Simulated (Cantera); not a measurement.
Mixture: H2 : O2 : N2 = 1 : 0.962 : 5.67 (molar parts), equivalence ratio 0.52, at 15000 Torr, adiabatic and at constant volume. Ignition delay is the time to a rise of 400 K.

Computed with Cantera and GRI-Mech 3.0 (53 species, 325 reactions). The hydrogen kinetics of GRI-Mech 3.0 are dated; newer H2 mechanisms differ, most at raised pressure. The pressure lies above the range GRI-Mech 3.0 was tuned for (to about 10 atm).

**Question.** At T0 = 1500 K, what is the delay, and which 5 reactions control it most (d ln τ / d ln k, from doubling and halving each rate constant)?

**Answer.** The delay is 1.30 µs.
| reaction | d ln τ / d ln k | faster rate |
|---|---|---|
| H + O2 <=> O + OH | -1.00 | shortens it |
| H + O2 + N2 <=> HO2 + N2 | 0.37 | lengthens it |
| H2 + O <=> H + OH | -0.23 | shortens it |
| H2 + OH <=> H + H2O | -0.16 | shortens it |
| H + O2 + M <=> HO2 + M | 0.10 | lengthens it |
